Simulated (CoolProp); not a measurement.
Sulfur hexafluoride at 293.15 K and 0.938 MPa is compressed adiabatically to 5.32 MPa with isentropic efficiency 0.9. Each further row changes one setting.

Model: reference Helmholtz-energy equation of state, Guder 2009, in CoolProp.

| case | work (kJ/kg) | final temperature (K) | final density (kg/m³) |
|---|---|---|---|
| as stated | (withheld) | (withheld) | (withheld) |
| efficiency 1 | (withheld) | 361.7 | (withheld) |
| efficiency 0.65 | (withheld) | (withheld) | (withheld) |

Complete the blanks.


- as stated, work (kJ/kg): 27.1
- as stated, final temperature (K): 364.1
- as stated, final density (kg/m³): 402
- efficiency 1, work (kJ/kg): 24.4
- efficiency 1, final density (kg/m³): 414
- efficiency 0.65, work (kJ/kg): 37.5
- efficiency 0.65, final temperature (K): 373.6
- efficiency 0.65, final density (kg/m³): 365
